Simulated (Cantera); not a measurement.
Input (Python, Cantera) and output of one run.

```python
import numpy as np
import cantera as ct

gas_names = """
    CL CL2 H HCL H2 Si SiCL SiCL2 SiCL3 SiCL4 SiH SiHCL3 SiH2 SiH2CL2 SiH3 SiH3CL SiH4 Si2 Si3
""".split()
cond_names = """
    Si(cr) Si(L)
""".split()


# ... load() reads the species with a 1 bar reference pressure and builds the phases ...
atoms = {
    'Si': {'Si': 1},
    'Cl2': {'CL': 2},
    'H2': {'H': 2},
}
top_T = {}  # K; cautious upper limits of use, not melting points


# ... equilibrate(T, P, feed) seeds the gas with the atoms and calls Mixture.equilibrate('TP', solver="vcs", rtol=1e-11, max_steps=5000) ...
results = []
feed = {'Si': 1, 'Cl2': 1.9, 'H2': 0.22}  # mol
T = 598  # K
for P in [10000, 26000, 67000, 170000, 450000, 1200000, 3000000]:
    mix = equilibrate(T, P, feed)
    results.append((T, P, feed, dict(zip(mix.species_names, mix.species_moles))))
    x = sorted(zip(gas.X, gas.species_names), reverse=True)
    print(f"T = {T:g} K  P = {P:g} Pa  gas = {mix.phase_moles(0):.4g} mol")
    print("   x: " + "  ".join(f"{s} {v:.3e}" for v, s in x if v > 1e-05))
    print("   condensed (mol): " + ("  ".join(f"{mix.phase(i).name} {mix.phase_moles(i):.4g}"
          for i in range(1, mix.n_phases) if mix.phase_moles(i) > 1e-12) or "none"))
```

Output:

```
T = 598 K  P = 10000 Pa  gas = 1.149 mol
   x: SiCL4 7.727e-01  H2 1.553e-01  SiHCL3 7.163e-02  SiH2CL2 3.307e-04  HCL 4.392e-05
   condensed (mol): Si(cr) 0.02924
T = 598 K  P = 26000 Pa  gas = 1.145 mol
   x: SiCL4 7.638e-01  H2 1.477e-01  SiHCL3 8.795e-02  SiH2CL2 5.044e-04  HCL 3.364e-05
   condensed (mol): Si(cr) 0.02455
T = 598 K  P = 67000 Pa  gas = 1.139 mol
   x: SiCL4 7.534e-01  H2 1.389e-01  SiHCL3 1.069e-01  SiH2CL2 7.561e-04  HCL 2.566e-05
   condensed (mol): Si(cr) 0.01912
T = 598 K  P = 170000 Pa  gas = 1.133 mol
   x: SiCL4 7.416e-01  H2 1.288e-01  SiHCL3 1.285e-01  SiH2CL2 1.108e-03  HCL 1.950e-05
   condensed (mol): Si(cr) 0.01299
T = 598 K  P = 450000 Pa  gas = 1.126 mol
   x: SiCL4 7.276e-01  SiHCL3 1.539e-01  H2 1.169e-01  SiH2CL2 1.620e-03  HCL 1.449e-05
   condensed (mol): Si(cr) 0.005785
T = 598 K  P = 1.2e+06 Pa  gas = 1.12 mol
   x: SiCL4 7.164e-01  SiHCL3 1.743e-01  H2 1.071e-01  SiH2CL2 2.113e-03  HCL 1.154e-05
   condensed (mol): none
T = 598 K  P = 3e+06 Pa  gas = 1.12 mol
   x: SiCL4 7.164e-01  SiHCL3 1.743e-01  H2 1.071e-01  SiH2CL2 2.113e-03  HCL 1.154e-05
   condensed (mol): none
```

Method: chemical equilibrium by Gibbs-energy minimisation in Cantera with the NASA 1993 tables (ideal gas, pure condensed phases).
